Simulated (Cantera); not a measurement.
Feed: 1 mol Al(CH₃)₃, 12 mol N₂O, 280 mol N₂, equilibrated at 2148.15 K and 0.0900 Torr.

These are equilibrium values from Cantera (NASA tables, ideal gas, pure condensed phases), not measurements of a reactor. Candidate condensed phases: Al, AlN, Al₂O₃, C, C₆H₆, C₇H₈, C₈H₁₈, H₂O; 148 gas species. The feed counts by its element totals alone. Kinetics and transport are ignored.

Base state: N₂ 0.950, H 0.0187, O 0.0105, CO 0.00844, O₂ 0.00357, H₂ 0.00241, H₂O 0.00193, OH 0.00192 (mole fractions); condensed: Al₂O₃(s).

What changes in the equilibrium state with this change: temperature from 2148.15 K to 1550 K?


```csv
species,before,after
N₂,0.950,0.974
H₂O,0.00193,0.0147
CO₂,0.00132,0.00953
H,0.0187,4.71e-5
O,0.0105,1.29e-5
AlO,3.77e-5,<1e-9
Al,1.09e-5,<1e-9
NO,0.00160,6.80e-5
OH,0.00192,8.67e-5
CO,0.00844,0.000486
O₂,0.00357,0.000327
"Al₂O₃(s), mol",0.491,0.500
```
